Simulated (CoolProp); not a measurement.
Vapour pressure (MPa) of CH3F (R41): the reference equation beside estimates from Tc = 317.3 K, pc = 5.906 MPa, ω = 0.200.

Values from CoolProp's reference Helmholtz-energy equation of state, Lemmon 2006. It is a short technical equation, of lower accuracy than the large ones.

```csv
T (K),reference,Lee-Kesler,van der Waals,Redlich-Kwong
250,1.029,1.046,2.110,?
253.7,1.158,1.177,2.259,1.448
257.5,?,1.323,2.419,1.608
261.2,?,1.479,2.582,1.775
264.9,1.620,1.647,2.751,?
268.6,1.800,1.828,2.927,2.144
272.3,1.994,2.024,3.109,2.346
276.1,2.209,2.241,3.304,2.567
279.8,2.434,2.469,3.501,2.796
283.5,2.677,2.713,3.705,3.037
287.2,2.938,?,3.916,3.292
290.9,3.218,3.255,4.135,3.561
294.6,3.518,3.555,4.360,3.844
```

Problem. Fill in the missing entries.

Solution. 
- 250, Redlich-Kwong: 1.303
- 257.5, reference: 1.302
- 261.2, reference: 1.454
- 264.9, Redlich-Kwong: 1.953
- 287.2, Lee-Kesler: 2.974

Absolute difference from the reference over all 13 rows, mean and median: Lee-Kesler 1.5 and 1.5 %, van der Waals 59.2 and 55.9 %, Redlich-Kwong 17.8 and 17.7 %.
